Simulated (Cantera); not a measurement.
Standard-state values (1 bar) from the NASA 1993 polynomials, evaluated with Cantera. Values are per mole of reaction as written; species without (g) are pure solids or liquids, kept so even where they would boil at 1 bar.

3 Si + 4 NH3(g) → 3 SiH4(g) + 4 N(g)

| T (K) | ΔH° (kJ) | ΔS° (J/K) | ΔG° (kJ) | log10 K | condensed phases |
|---|---|---|---|---|---|
| 300 | 2177.4 | 399.7 | 2057.5 | -358.24 | Si(s) |
| 1348 | 2205.3 | 436.2 | 1617.2 | -62.67 | Si(s) |
| 1448 | 2207.6 | 437.9 | 1573.5 | -56.76 | Si(s) |
| 1548 | (withheld) | (withheld) | (withheld) | (withheld) | Si(s) |
| 1648 | 2211.4 | 440.4 | 1485.7 | -47.09 | Si(s) |
| 1748 | 2062.6 | 352.3 | 1446.7 | -43.23 | Si(l) |
| 1848 | (withheld) | (withheld) | (withheld) | (withheld) | Si(l) |

What belongs in the gaps?


- 1548, ΔH° (kJ): 2209.6
- 1548, ΔS° (J/K): 439.3
- 1548, ΔG° (kJ): 1529.7
- 1548, log10 K: -51.61
- 1848, ΔH° (kJ): 2064.5
- 1848, ΔS° (J/K): 353.4
- 1848, ΔG° (kJ): 1411.5
- 1848, log10 K: -39.89
